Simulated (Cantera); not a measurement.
An isothermal, constant-pressure homogeneous reactor starts with 1.19 % H₂, 98.8 % O₂, equivalence ratio 0.0060, at 1198 K and 1.20 Torr.

Cantera simulation using the H2/O2 subset of GRI-Mech 3.0, which has no nitrogen chemistry; the numbers are that mechanism's predictions, not measurements. Radical loss at walls, strong at low pressure, is not modelled.

One state of this run: x H₂ = 1.49e-5; x O₂ = 0.985; x OH = 0.000470; x HO₂ = 6.76e-8; x H₂O = 0.0116; x O = 0.00247. x: mole fraction; the columns are a selection and need not sum to one.

Problem. Which value of t (s) does it belong to?
A. 20.0
B. 0.00387
C. 8.51
D. 3.62

Solution. A, 20.0
